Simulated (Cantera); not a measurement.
Input: 1 mol SiHCl₃, 3.5 mol N₂, equilibrated at 1200 K and 13300 Pa.

Method: chemical equilibrium by Gibbs-energy minimisation in Cantera with the NASA 1993 tables (ideal gas, pure condensed phases). Candidate condensed phases: NH₄Cl, Si, Si₃N₄; 28 gas species. N₂ is the only nitrogen source here; it is nearly inert below about 1500 K, so the nitride shown seldom forms there in practice. The tables' values for SiCl₃ are old estimates; treat these amounts as uncertain. Equilibrium is a limit: real reactors are often held back by kinetics, nucleation or transport.

Base state: N₂ 0.690, HCl 0.164, SiCl₄ 0.119, H₂ 0.0251, SiCl₃ 0.00126, SiHCl₃ 0.000493, SiCl₂ 0.000116 (mole fractions); condensed: Si₃N₄(s).

Task: What changes in the equilibrium state with this change: N₂ from 3.5 to 16 mol?

Result: 
```json
[
 {"species": "N₂", "before": "0.690", "after": "0.915"},
 {"species": "HCl", "before": "0.164", "after": "0.0499"},
 {"species": "SiCl₄", "before": "0.119", "after": "0.0308"},
 {"species": "H₂", "before": "0.0251", "after": "0.00414"},
 {"species": "SiHCl₃", "before": "0.000493", "after": "6.95e-5"},
 {"species": "SiCl₃", "before": "0.00126", "after": "0.000436"},
 {"species": "SiCl₂", "before": "0.000116", "after": "5.40e-5"},
 {"species": "Si₃N₄(s), mol", "before": "0.146", "after": "0.154"}
]
```

Task: What changes in the equilibrium state with this change: pressure from 13300 Pa to 81.0 Pa?

Result: 
| species | before | after |
|---|---|---|
| N₂ | 0.690 | 0.682 |
| HCl | 0.164 | 0.184 |
| SiCl₄ | 0.119 | 0.103 |
| H₂ | 0.0251 | 0.0144 |
| SiCl₂ | 0.000116 | 0.00763 |
| SiCl₃ | 0.00126 | 0.00945 |
| SiHCl₃ | 0.000493 | 0.000219 |
| Si₃N₄(s), mol | 0.146 | 0.145 |

Task: What changes in the equilibrium state with this change: temperature from 1200 K to 1325 K?

Result: 
```
species          before     after
-------------  --------  --------
N₂                0.690     0.688
HCl               0.164     0.168
SiCl₄             0.119     0.113
SiCl₃           0.00126   0.00575
H₂               0.0251    0.0230
SiCl₂          0.000116   0.00159
SiHCl₃         0.000493  0.000795
Si₃N₄(s), mol     0.146     0.145
```
